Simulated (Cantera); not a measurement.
**Calcination and drying: KOH + O2 + H2**

Input: 1 mol KOH, 0.31 mol O2, 0.55 mol H2, held at 1825 K.

Cantera equilibrium calculation (NASA polynomials, part measured and part estimated; ideal gas, pure solids and liquids). Candidate condensed phases: H2O, K, KOH, KO2, K2O, K2O2; 15 gas species. Kinetics and transport are ignored.

```csv
P (Pa),x KOH,x H2O,x K,x O2,x OH,x H2,x O,x K2(OH)2,n KOH(l)
10,0.0345,0.421,0.399,0.114,0.0141,0.00844,0.00519,3.80e-10,0
42,0.0907,0.422,0.363,0.106,0.00967,0.00430,0.00244,1.10e-8,0
180,0.202,0.410,0.289,0.0884,0.00634,0.00220,0.00108,2.35e-7,0
750,0.350,0.389,0.189,0.0655,0.00401,0.00119,0.000454,2.92e-6,0
3200,0.483,0.369,0.0995,0.0447,0.00247,0.000661,0.000182,2.38e-5,0
13000,0.564,0.357,0.0448,0.0322,0.00157,0.000374,7.64e-5,0.000132,0
56000,0.604,0.351,0.0171,0.0258,0.00103,0.000198,3.30e-5,0.000651,0
240000,0.618,0.349,0.00604,0.0234,0.000694,9.99e-5,1.52e-5,0.00291,0
1000000,0.385,0.572,0.000901,0.0365,0.000695,6.42e-5,9.28e-6,0.00472,0.620
```
x: gas mole fraction; n: condensed amount in mol.

From 10.0 Pa to 2.40 bar nothing is condensed. At 10.0 bar the condensed part is KOH(l). The main K-bearing gas is K at 10.0 Pa and KOH at 10.0 bar.
